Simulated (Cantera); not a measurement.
# Equilibrium for silicon oxide and oxynitride deposition: SiF4 + H2O + N2 + N2O

Feed: 1 mol SiF4, 8.2 mol H2O, 19 mol N2, 0.2 mol N2O, at 2.10 mbar.

Cantera equilibrium calculation (NASA polynomials, part measured and part estimated; ideal gas, pure solids and liquids). Candidate condensed phases: H2O, Si, SiO2, Si2N2O, Si3N4; 58 gas species. The tables hold silica as quartz up to 1696 K and as liquid above; real silica turns to tridymite and cristobalite and melts near 1996 K. Kinetics and transport are ignored.

| T (°C) | x N2 | x H2O | x HF | x O2 | x H2 | x OH | x NO | x H | n SiO2(β-quartz) | n SiO2(condensed) |
|---|---|---|---|---|---|---|---|---|---|---|
| 977 | 0.651 | 0.210 | 0.136 | 0.00337 | 2.72e-6 | 1.39e-5 | 3.25e-5 | 1.74e-8 | 1.000 | 0 |
| 1027 | 0.651 | 0.210 | 0.136 | 0.00336 | 6.86e-6 | 2.53e-5 | 4.55e-5 | 6.32e-8 | 1.000 | 0 |
| 1077 | 0.651 | 0.210 | 0.136 | 0.00336 | 1.62e-5 | 4.41e-5 | 6.22e-5 | 2.09e-7 | 1.000 | 0 |
| 1127 | 0.651 | 0.210 | 0.136 | 0.00335 | 3.58e-5 | 7.41e-5 | 8.31e-5 | 6.35e-7 | 1.000 | 0 |
| 1177 | 0.651 | 0.210 | 0.136 | 0.00334 | 7.51e-5 | 0.000120 | 0.000109 | 1.79e-6 | 1.000 | 0 |
| 1227 | 0.651 | 0.210 | 0.136 | 0.00335 | 0.000150 | 0.000188 | 0.000140 | 4.70e-6 | 1.000 | 0 |
| 1277 | 0.651 | 0.210 | 0.136 | 0.00337 | 0.000285 | 0.000287 | 0.000178 | 1.16e-5 | 1.000 | 0 |
| 1327 | 0.650 | 0.209 | 0.136 | 0.00343 | 0.000518 | 0.000427 | 0.000225 | 2.70e-5 | 1.000 | 0 |
| 1377 | 0.650 | 0.209 | 0.136 | 0.00354 | 0.000899 | 0.000624 | 0.000281 | 5.94e-5 | 1.000 | 0 |
| 1427 | 0.650 | 0.208 | 0.135 | 0.00373 | 0.00149 | 0.000894 | 0.000351 | 0.000124 | 0 | 1.000 |
| 1477 | 0.649 | 0.207 | 0.135 | 0.00404 | 0.00237 | 0.00126 | 0.000440 | 0.000247 | 0 | 1.000 |
| 1527 | 0.649 | 0.205 | 0.135 | 0.00450 | 0.00359 | 0.00176 | 0.000552 | 0.000468 | 0 | 0.999 |
x: gas mole fraction; n: condensed amount in mol.

From 977 °C to 1377 °C the condensed part is SiO2(β-quartz). From 1427 °C to 1527 °C the condensed part is SiO2(condensed). The main Si-bearing gas is SiF4 at 977 °C and SiO at 1527 °C.
